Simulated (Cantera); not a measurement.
A perfectly stirred reactor is fed with CH4 : C2H6 : O2 : N2 = 1 : 0.35 : 3.22 : 32.2 (molar parts), at 5.50 bar; it is adiabatic with a 425 K inlet, and is followed from long to short residence time, starting on the burning branch (τ in s: 0.044, 0.02, 0.0089, 0.004, 0.0018, 0.00081, 0.00036, 0.00016, 7.3e-05).

Cantera simulation using GRI-Mech 3.0 (53 species, 325 reactions); the numbers are that mechanism's predictions, not measurements.

### Question
What does this change do: pressure from 5.50 bar to 10.0 bar?

### Answer
```
quantity                                                                      before                               after
------------------------------------------------  ----------------------------------  ----------------------------------
blow-out, bracketed by the residence times tried  burning at 20.0 ms, out at 8.90 ms  burning at 20.0 ms, out at 8.90 ms
x(CH4) at τ = 44.0 ms                                                       0.000209                            0.000261
x(C2H6) at τ = 44.0 ms                                                       1.16e-5                             1.48e-5
x(O2) at τ = 44.0 ms                                                         0.00301                             0.00319
x(CO) at τ = 44.0 ms                                                         0.00352                             0.00362
x(CH2CO) at τ = 44.0 ms                                                      8.53e-6                             1.31e-5
x(CH4) at τ = 1.80 ms                                                         0.0272                              0.0272
x(C2H6) at τ = 1.80 ms                                                       0.00952                             0.00952
x(O2) at τ = 1.80 ms                                                          0.0876                              0.0876
x(CO) at τ = 1.80 ms                                                          <1e-12                              <1e-12
x(CH2CO) at τ = 1.80 ms                                                       <1e-12                              <1e-12
```

### Question
What does this change do: pressure from 5.50 bar to 0.680 bar?

### Answer
| quantity | before | after |
|---|---|---|
| blow-out, bracketed by the residence times tried | burning at 20.0 ms, out at 8.90 ms | burning at 20.0 ms, out at 8.90 ms |
| x(CH4) at τ = 44.0 ms | 0.000209 | 5.02e-5 |
| x(C2H6) at τ = 44.0 ms | 1.16e-5 | 3.35e-6 |
| x(O2) at τ = 44.0 ms | 0.00301 | 0.00300 |
| x(CO) at τ = 44.0 ms | 0.00352 | 0.00372 |
| x(CH2CO) at τ = 44.0 ms | 8.53e-6 | 5.83e-7 |
| x(CH4) at τ = 1.80 ms | 0.0272 | 0.0272 |
| x(C2H6) at τ = 1.80 ms | 0.00952 | 0.00952 |
| x(O2) at τ = 1.80 ms | 0.0876 | 0.0876 |
| x(CO) at τ = 1.80 ms | <1e-12 | <1e-12 |
| x(CH2CO) at τ = 1.80 ms | <1e-12 | <1e-12 |

### Question
What does this change do: inlet temperature 425 to 375 K?

### Answer
| quantity | before | after |
|---|---|---|
| blow-out, bracketed by the residence times tried | burning at 20.0 ms, out at 8.90 ms | burning at 44.0 ms, out at 20.0 ms |
| x(CH4) at τ = 44.0 ms | 0.000209 | 0.000417 |
| x(C2H6) at τ = 44.0 ms | 1.16e-5 | 2.65e-5 |
| x(O2) at τ = 44.0 ms | 0.00301 | 0.00471 |
| x(CO) at τ = 44.0 ms | 0.00352 | 0.00544 |
| x(CH2CO) at τ = 44.0 ms | 8.53e-6 | 1.97e-5 |
| x(CH4) at τ = 1.80 ms | 0.0272 | 0.0272 |
| x(C2H6) at τ = 1.80 ms | 0.00952 | 0.00952 |
| x(O2) at τ = 1.80 ms | 0.0876 | 0.0876 |
| x(CO) at τ = 1.80 ms | <1e-12 | <1e-12 |
| x(CH2CO) at τ = 1.80 ms | <1e-12 | <1e-12 |
